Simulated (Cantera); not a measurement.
A Cantera script and what it prints.

```python
import numpy as np
import cantera as ct

gas_names = [...]  # 123 gases of nasa_gas.yaml made of C, H, O, S
cond_names = """
    C(gr) C6H6(L) C7H8(L) C8H18(L),n-octa H2O(s) H2O(L) H2SO4(L) S(cr1) S(cr2) S(L)
""".split()


# ... load() reads the species with a 1 bar reference pressure and builds the phases ...
atoms = {
    'CS2': {'C': 1, 'S': 2},
    'SO2': {'S': 1, 'O': 2},
    'H2': {'H': 2},
}
top_T = {'C(gr)': 4500}  # K; cautious upper limits of use, not melting points


# ... equilibrate(T, P, feed) seeds the gas with the atoms and calls Mixture.equilibrate('TP', solver="vcs", rtol=1e-11, max_steps=5000) ...
results = []
feed = {'CS2': 1, 'SO2': 0.36, 'H2': 0.15}  # mol
T = 923  # K
for P in [10, 65, 420, 2700, 17000, 110000, 720000, 4700000, 30000000]:
    mix = equilibrate(T, P, feed)
    results.append((T, P, feed, dict(zip(mix.species_names, mix.species_moles))))

top = {s: max(r[3][s] / sum(r[3][g] for g in gas_names) for r in results) for s in gas_names}
cols = sorted((s for s in top if top[s] > 1e-05), key=lambda s: -top[s])[:8]
seen = [c for c in cond_names if any(r[3].get(c, 0) > 1e-12 for r in results)]
print("log10 of partial pressures in bar; condensed amounts in mol")
print(f"{'P/Pa':>10s}" + "".join(f"{s[:9]:>10s}" for s in cols + seen))
for T, P, feed, n in results:
    ng = sum(n[g] for g in gas_names)
    print(f"{P:10.4g}" + "".join(f"{np.log10(max(n[s] / ng * P / 1e5, 1e-99)):10.3f}" for s in cols)
          + "".join(f"{n.get(c, 0):10.4g}" for c in seen))
```

Result:

```
log10 of partial pressures in bar; condensed amounts in mol
      P/Pa        S2       CO2       COS        CO       CS2       H2S        S8        H2     C(gr)      S(L)
        10    -4.379    -7.041    -5.632    -4.469    -4.845    -5.285   -18.628    -5.619         0         0
        65    -3.582    -5.528    -4.459    -3.694    -4.011    -4.370   -15.437    -5.103         0         0
       420    -2.798    -4.170    -3.351    -2.978    -3.153    -3.501   -12.302    -4.626         0         0
      2700    -2.027    -3.015    -2.336    -2.349    -2.279    -2.653    -9.219    -4.164         0         0
   1.7e+04    -1.264    -2.031    -1.418    -1.812    -1.426    -1.829    -6.165    -3.721         0         0
   1.1e+05    -0.481    -1.129    -0.545    -1.331    -0.582    -1.003    -3.033    -3.287         0         0
   7.2e+05     0.128    -0.237     0.337    -0.754     0.289    -0.139    -0.597    -2.727         0         0
   4.7e+06     0.278     0.663     1.236     0.070     1.187     0.757     0.001    -1.906         0    0.6528
     3e+07     0.278     2.068     1.950     0.784     1.211     1.828     0.001    -0.835    0.5024     1.923
```

These are equilibrium values from Cantera (NASA tables, ideal gas, pure condensed phases), not measurements of a reactor. The ideal-gas law is rough above about 30 bar. Gases not in the tables: S3 to S7.
